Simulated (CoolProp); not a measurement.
Computed with CoolProp (reference Helmholtz-energy equation of state, Lemmon 2006). It is a short technical equation, of lower accuracy than the large ones.

Question: Give the vapour pressure (kPa), liquid cp (kJ/(kg K)), liquid conductivity (mW/(m K)) of saturated C3F8 (R218) at -11.25, 48.85 °C.

Answer: 
```
T (°C)  p (kPa)  liquid cp (kJ/(kg K))  liquid conductivity (mW/(m K))
------  -------  ---------------------  ------------------------------
-11.25      283                   1.04                            55.0
48.85      1580                   1.40                            39.4
```

Thermal conductivity comes from a separate model (Huber 2003), an estimate that may be off by 10 % or more.
